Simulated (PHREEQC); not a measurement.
Consider water at 25 °C with 0.26 mol/kgw MnSO4. Closed to the air; pH follows from the charge balance.

Computed with PHREEQC (ion-association model, phreeqc.dat).

Each row changes one thing in this solution. No solid was allowed to form.

| case | pH | ionic strength (mol/kgw) | SO4-2 (mol/kgw) | HSO4- (mol/kgw) |
|---|---|---|---|---|
| as made | 6.30 | 0.514 | 0.129 | 1.75e-6 |
| MnSO4 replaced by CdSO4 at the same molality | 5.73 | 0.434 | [?] | 3.03e-6 |
| 0.0033 mol/kgw TMAH added | 9.44 | 0.516 | 0.130 | 1.26e-9 |
| diluted 2-fold with water | 6.34 | [?] | 0.0689 | [?] |
| MnSO4 from 0.26 to 0.052 mol/kgw | 6.40 | 0.123 | 0.0307 | 5.31e-7 |
| MnSO4 replaced by CuSO4 at the same molality | [?] | 0.482 | 0.120 | 0.000133 |

What belongs in the gaps?


- MnSO4 replaced by CdSO4 at the same molality, SO4-2 (mol/kgw): 0.0566
- diluted 2-fold with water, ionic strength (mol/kgw): 0.276
- diluted 2-fold with water, HSO4- (mol/kgw): 1.07e-6
- MnSO4 replaced by CuSO4 at the same molality, pH: 4.40

Species that the database lacks are ignored. Some of these states are supersaturated (in Pyrochroite, for instance). (CH3)4N+ isn't in the database: it is added as a free cation with an ion size of 4 Å.
